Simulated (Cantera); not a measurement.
Charge: 1 mol Si2Cl6, 5.7 mol N2, 4.3 mol H2, 2.8 mol NH3, at 0.100 bar.

Method: chemical equilibrium by Gibbs-energy minimisation in Cantera with the NASA 1993 tables (ideal gas, pure condensed phases). Candidate condensed phases: NH4Cl, Si, Si3N4; 28 gas species. The feed counts by its element totals alone. Rates play no part.

**Question.** What share of the Si ends up in condensed phases as a function of T (K), at 825, 925, 1025, 1125, 1225, 1325, 1425, 1525, 1625, 1725?

**Answer.** 
```json
[
 {"T (K)": "825", "Si condensed (%)": "80.6", "as": "Si3N4(s)"},
 {"T (K)": "925", "Si condensed (%)": "84.4", "as": "Si3N4(s)"},
 {"T (K)": "1025", "Si condensed (%)": "87.2", "as": "Si3N4(s)"},
 {"T (K)": "1125", "Si condensed (%)": "89.1", "as": "Si3N4(s)"},
 {"T (K)": "1225", "Si condensed (%)": "90.4", "as": "Si3N4(s)"},
 {"T (K)": "1325", "Si condensed (%)": "90.7", "as": "Si3N4(s)"},
 {"T (K)": "1425", "Si condensed (%)": "88.5", "as": "Si3N4(s)"},
 {"T (K)": "1525", "Si condensed (%)": "80.5", "as": "Si3N4(s)"},
 {"T (K)": "1625", "Si condensed (%)": "63.9", "as": "Si3N4(s)"},
 {"T (K)": "1725", "Si condensed (%)": "41.5", "as": "Si3N4(s)"}
]
```
